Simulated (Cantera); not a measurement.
Cantera run, input and output.

```python
import numpy as np
import cantera as ct

gas = ct.Solution("gri30.yaml")
gas.TPX = 500, 100000, {'CO': 1, 'H2': 0.36, 'CH4': 0.14, 'O2': 1.32, 'N2': 4.94}
inlet = ct.Reservoir(gas, clone=True)
gas.equilibrate("HP")  # start burning
reactor = ct.IdealGasConstPressureReactor(gas, energy="on", clone=False)
exhaust = ct.Reservoir(gas, clone=True)
tau = [0.23, 0.099, 0.043, 0.019, 0.008, 0.0035, 0.0015, 0.00065, 0.00028, 0.00012, 5.2e-05, 2.3e-05, 9.8e-06][0]
for a, b in ((inlet, reactor), (reactor, exhaust)):
    ct.MassFlowController(a, b, mdot=lambda t: reactor.mass / tau)
net = ct.ReactorNet([reactor])
show = ['CO', 'H2', 'CH4', 'CH2', 'C2H', 'H2O2', 'O']

rows = []
print(f"{'tau/s':>10s}{'T/K':>9s}" + "".join(f"{s:>11s}" for s in show))
for tau in [0.23, 0.099, 0.043, 0.019, 0.008, 0.0035, 0.0015, 0.00065, 0.00028, 0.00012, 5.2e-05, 2.3e-05, 9.8e-06]:
    net.initial_time = 0.0
    net.advance(30 * tau)
    before = gas.X
    net.advance(40 * tau)
    drift = np.max(np.abs(gas.X - before) / (gas.X + 1e-9))
    rows.append([gas.T, *gas[show].X, drift])
    print(f"{tau:10.3e}{gas.T:9.1f}" + "".join(f"{x:11.3e}" for x in gas[show].X))
```

Result:

```
     tau/s      T/K         CO         H2        CH4        CH2        C2H       H2O2          O
 2.300e-01   2204.9  5.094e-03  5.381e-04  3.151e-07  5.562e-09  4.977e-15  6.842e-08  7.330e-04
 9.900e-02   2199.7  5.861e-03  6.175e-04  6.664e-07  1.214e-08  1.966e-14  6.897e-08  8.523e-04
 4.300e-02   2186.0  7.407e-03  7.824e-04  1.314e-06  2.470e-08  6.166e-14  7.097e-08  1.098e-03
 1.900e-02   2159.3  1.016e-02  1.090e-03  2.393e-06  4.541e-08  1.436e-13  7.845e-08  1.571e-03
 8.000e-03   2112.6  1.471e-02  1.631e-03  4.344e-06  7.807e-08  2.735e-13  9.868e-08  2.458e-03
 3.500e-03   2049.2  2.047e-02  2.375e-03  7.727e-06  1.201e-07  4.403e-13  1.359e-07  3.781e-03
 1.500e-03   1965.5  2.744e-02  3.354e-03  1.449e-05  1.738e-07  6.807e-13  2.031e-07  5.678e-03
 6.500e-04   1864.0  3.518e-02  4.471e-03  2.882e-05  2.367e-07  1.069e-12  3.257e-07  8.016e-03
 2.800e-04   1740.0  4.469e-02  5.616e-03  6.476e-05  3.155e-07  1.816e-12  5.813e-07  1.040e-02
 1.200e-04   1578.2  6.108e-02  6.733e-03  1.917e-04  4.501e-07  3.354e-12  1.235e-06  1.123e-02
 5.200e-05    500.0  1.289e-01  4.639e-02  1.804e-02 -6.364e-33 -2.834e-46 -7.500e-20  7.039e-20
 2.300e-05    500.0  1.289e-01  4.639e-02  1.804e-02 -3.917e-35 -4.225e-50 -3.349e-22  3.512e-20
 9.800e-06    500.0  1.289e-01  4.639e-02  1.804e-02  9.011e-36 -3.922e-51 -2.115e-23  1.697e-20
```

Cantera simulation using GRI-Mech 3.0 (53 species, 325 reactions); the numbers are that mechanism's predictions, not measurements.
